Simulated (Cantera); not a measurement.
Input (Python, Cantera) and output of one run.

```python
import numpy as np
import cantera as ct

gas_names = """
    H HNO HNO2 HNO3 HO2 H2 H2O H2O2 N NH NH2 NH3 NH2OH NO NO2 NO3 N2 N2H2 N2H4 N2O O OH O2 O3 Zr ZrN ZrO
    ZrO2
""".split()
cond_names = """
    H2O(s) H2O(L) Zr(a) Zr(b) Zr(L) ZrN(s) ZrN(L) ZrO2(a) ZrO2(b) ZrO2(L)
""".split()


def load(file, names, dense=False):
    # The tables refer to 1 bar. Condensed volumes are neglected.
    table = {s.name: s for s in ct.Species.list_from_file(file)}
    out = []
    for n in names:
        d = dict(table[n].input_data)
        d["thermo"] = dict(d["thermo"], **{"reference-pressure": 1e5})
        if dense:
            d["equation-of-state"] = {"model": "constant-volume", "density": "1e6 g/cm^3"}
        out.append(ct.Species.from_dict(d))
    return out


gas = ct.Solution(thermo="ideal-gas", species=load("nasa_gas.yaml", gas_names))
cond = {s.name: ct.Solution(thermo="fixed-stoichiometry", species=[s], name=s.name)
        for s in load("nasa_condensed.yaml", cond_names, dense=True)}
atoms = {
    'Zr': {'Zr': 1},
    'H2O': {'H': 2, 'O': 1},
    'N2': {'N': 2},
}
top_T = {}  # K; cautious upper limits of use, not melting points


def equilibrate(T, P, feed):
    n = {}
    for name, mol in feed.items():
        for a, k in atoms[name].items():
            n[a] = n.get(a, 0.0) + k * mol
    gas.TPX = T, P, n
    mass = sum(n.values()) * gas.mean_molecular_weight
    gas.equilibrate("TP")
    valid = [c for c in cond.values() if c.min_temp <= T <= top_T.get(c.name, c.max_temp)]
    mix = ct.Mixture([(gas, mass / gas.mean_molecular_weight)] + [(c, 0.0) for c in valid])
    mix.T, mix.P = T, P
    mix.equilibrate("TP", solver="vcs", rtol=1e-11, max_steps=5000)
    return mix


results = []
feed = {'Zr': 1, 'H2O': 19, 'N2': 1.4}  # mol
T = 1873.15  # K
P = 210  # Pa
mix = equilibrate(T, P, feed)
results.append((T, P, feed, dict(zip(mix.species_names, mix.species_moles))))
x = sorted(zip(gas.X, gas.species_names), reverse=True)
print(f"T = {T:g} K  P = {P:g} Pa  gas = {mix.phase_moles(0):.4g} mol")
print("   x: " + "  ".join(f"{s} {v:.3e}" for v, s in x if v > 1e-05))
print("   condensed (mol): " + ("  ".join(f"{mix.phase(i).name} {mix.phase_moles(i):.4g}"
      for i in range(1, mix.n_phases) if mix.phase_moles(i) > 1e-12) or "none"))
```

Result:

```
T = 1873.15 K  P = 210 Pa  gas = 20.48 mol
   x: H2O 8.261e-01  H2 9.777e-02  N2 6.831e-02  H 4.409e-03  OH 2.893e-03  O2 3.656e-04  O 9.876e-05  NO 6.483e-05
   condensed (mol): ZrO2(b) 1
```

These are equilibrium values from Cantera (NASA tables, ideal gas, pure condensed phases), not measurements of a reactor.
